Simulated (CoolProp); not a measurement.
Propane along the isobar 4.88 MPa: fugacity coefficient from the reference equation and from simpler models built on Tc = 96.7 °C, pc = 4.251 MPa, ω = 0.152; each cubic takes its own stable root.

Model: reference Helmholtz-energy equation of state, Lemmon 2009, in CoolProp.

```json
[
 {"T (°C)": "11.05", "phase": "liquid", "reference": "0.1377"},
 {"T (°C)": "18.45", "phase": "liquid", "reference": "0.1646"},
 {"T (°C)": "25.75", "phase": "liquid", "reference": "0.1940"},
 {"T (°C)": "33.05", "phase": "liquid", "reference": "0.2262"},
 {"T (°C)": "40.35", "phase": "liquid", "reference": "0.2611"},
 {"T (°C)": "47.65", "phase": "liquid", "reference": "0.2986"},
 {"T (°C)": "54.95", "phase": "liquid", "reference": "0.3384"},
 {"T (°C)": "62.25", "phase": "liquid", "reference": "0.3804"},
 {"T (°C)": "69.55", "phase": "liquid", "reference": "0.4241"},
 {"T (°C)": "76.85", "phase": "liquid", "reference": "0.4692"},
 {"T (°C)": "84.25", "phase": "liquid", "reference": "0.5158"}
]
```

Question: How far does each simpler model (van der Waals, Redlich-Kwong, Peng-Robinson) lie from the reference over these 11 states: mean and median of the absolute difference, and the worst?

Answer: 
- van der Waals: mean 47.9 %, median 42.0 %, worst +101.4 % at 11.05 °C and 4.88 MPa
- Redlich-Kwong: mean 10.7 %, median 10.5 %, worst +18.6 % at 11.05 °C and 4.88 MPa
- Peng-Robinson: mean 1.3 %, median 1.1 %, worst -2.0 % at 84.25 °C and 4.88 MPa
